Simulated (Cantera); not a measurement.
Input: 1 mol Ti, 0.086 mol O2, 2.5 mol H2, equilibrated at 1050 K and 10.0 Torr.

Cantera equilibrium calculation (NASA polynomials, part measured and part estimated; ideal gas, pure solids and liquids). Candidate condensed phases: H2O, Ti, TiO, TiO2, Ti2O3, Ti3O5, Ti4O7; 12 gas species. Mutual solubility and eutectic melting of coexisting phases are not modelled. TiO: taken at fixed stoichiometry. Condensed phases not in the tables: N, O or C dissolved in the metal. Kinetics and transport are ignored.

Base state: H2 1.00 (mole fractions); condensed: Ti(α) + TiO(s).

Task: What changes in the equilibrium state with this change: Ti replaced by TiCl4?

Result: 
```json
[
 {"species": "H2", "before": "1.00", "after": "0.599"},
 {"species": "TiCl4", "before": "0", "after": "0.205"},
 {"species": "HCl", "before": "0", "after": "0.161"},
 {"species": "TiCl3", "before": "0", "after": "0.0360"},
 {"species": "Ti(α), mol", "before": "0.828", "after": "0"},
 {"species": "TiO(s), mol", "before": "0.172", "after": "0"},
 {"species": "Ti2O3(s), mol", "before": "0", "after": "0.0573"}
]
```
Condensed phases not in the tables: TiOCl. Further candidate phases: TiCl2, TiCl3, TiCl4.

Task: What changes in the equilibrium state with this change: temperature from 1050 K to 2175 K?

Result: 
| species | before | after |
|---|---|---|
| H2 | 1.00 | 0.952 |
| H | 7.02e-8 | 0.0413 |
| Ti | <1e-9 | 0.00614 |
| TiO | <1e-9 | 0.000637 |
| Ti(α), mol | 0.828 | 0 |
| TiO(s), mol | 0.172 | 0 |
| Ti(l), mol | 0 | 0.812 |
| TiO(l), mol | 0 | 0.170 |
Each liquid is taken as pure.

Task: What changes in the equilibrium state with this change: Ti replaced by Ti(OiPr)4?

Result: 
```json
[
 {"species": "H2", "before": "1.00", "after": "0.883"},
 {"species": "CO", "before": "0", "after": "0.116"},
 {"species": "CH4", "before": "0", "after": "0.000595"},
 {"species": "H2O", "before": "<1e-9", "after": "0.000248"},
 {"species": "CO2", "before": "0", "after": "3.84e-5"},
 {"species": "Ti(α), mol", "before": "0.828", "after": "0"},
 {"species": "TiO(s), mol", "before": "0.172", "after": "0"},
 {"species": "C(graphite), mol", "before": "0", "after": "9.82"},
 {"species": "TiO2(rutile), mol", "before": "0", "after": "1.00"}
]
```
The feed counts by its element totals alone. Further candidate phases: C, C6H6, C7H8, C8H18, TiC.
